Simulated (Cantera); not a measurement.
Charge: 1 mol BN, 1.8 mol F2, 0.34 mol N2, at 1450 °C and 3.00 Pa.

Equilibrium computed with Cantera from the NASA thermochemical tables; the gas is ideal and each condensed phase is pure. Candidate condensed phases: B, BN; 13 gas species. Kinetics and transport are ignored.

Base state: BF3 0.410, N2 0.344, F 0.246 (mole fractions); condensed: gas only.

Task: What changes in the equilibrium state with this change: 0.63 mol Cl2 added?

Result: 
```csv
species,before,after
Cl,0,0.340
BF3,0.410,0.270
N2,0.344,0.227
F,0.246,0.162
Cl2,0,7.41e-5
ClF,0,6.96e-5
```
